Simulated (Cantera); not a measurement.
A freely propagating, adiabatic, planar premixed flame of H₂ : O₂ : N₂ = 1 : 0.185 : 0.611 (molar parts), equivalence ratio 2.7, unburnt at 500 K and 0.380 bar; mixture-averaged transport, grid criteria slope 0.08 and curve 0.16, no radiation.

Model: the H2/O2 subset of GRI-Mech 3.0, which has no nitrogen chemistry, integrated in Cantera. Burning velocities carry a grid error of a few per cent, more on coarse grids.

Question: Predict: laminar burning velocity; thermal thickness; peak x(H₂O₂); peak x(HO₂); peak x(H).

Answer: 
- laminar burning velocity = 586 cm/s
- thermal thickness = 1.55 mm
- peak x(H₂O₂) = 6.65e-6
- peak x(HO₂) = 0.000145
- peak x(H) = 0.0967
